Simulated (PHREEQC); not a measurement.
1 kg of water holding 15 mmol/kgw NaCl, 120 mmol/kgw K2SO4, 80 mmol/kgw Na2SO4 and 4.2 mmol/kgw MgSO4 is evaporated at 25 °C; the solids stay in contact with the brine. CO2 from the air is kept out. Solids allowed: Arcanite, Bischofite, Bloedite, Brucite, Carnallite, Epsomite, Glaserite, Halite, Hexahydrite, Kainite, Kieserite, Leonite, Mirabilite, Misenite, Schoenite, Sylvite, Thenardite, MgCl2_4H2O. Others were left out.

Computed with PHREEQC (Pitzer model, pitzer.dat).

Question: Predict ionic strength at water left (kg) = 0.8219, 0.6755, 0.5552, 0.04335, 0.008863.

Answer: 
```csv
water left (kg),ionic strength
0.8219,0.769
0.6755,0.935
0.5552,1.14
0.04335,5.90
0.008863,10.5
```
